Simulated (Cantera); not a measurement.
# Ignition delay

Mixture: 11.3 % CH₄, 0.589 % CO, 12.8 % O₂, 75.3 % N₂, at 25.0 bar, adiabatic and at constant volume. Ignition delay is the time to a rise of 400 K.

Cantera simulation using GRI-Mech 3.0 (53 species, 325 reactions); the numbers are that mechanism's predictions, not measurements. The pressure lies above the range GRI-Mech 3.0 was tuned for (to about 10 atm).

```json
[
 {"T0 (K)": "1225", "delay (ms)": "2.61"},
 {"T0 (K)": "1300", "delay (ms)": "1.12"},
 {"T0 (K)": "1375", "delay (ms)": "0.514"},
 {"T0 (K)": "1450", "delay (ms)": "0.246"},
 {"T0 (K)": "1525", "delay (ms)": "0.121"},
 {"T0 (K)": "1600", "delay (ms)": "0.0616"},
 {"T0 (K)": "1675", "delay (ms)": "0.0322"},
 {"T0 (K)": "1750", "delay (ms)": "0.0174"},
 {"T0 (K)": "1825", "delay (ms)": "0.00978"},
 {"T0 (K)": "1900", "delay (ms)": "0.00577"}
]
```

```
Item                                                    Result
--------------------------------------------------  ----------
apparent activation energy between 1750 and 1900 K  200 kJ/mol
```
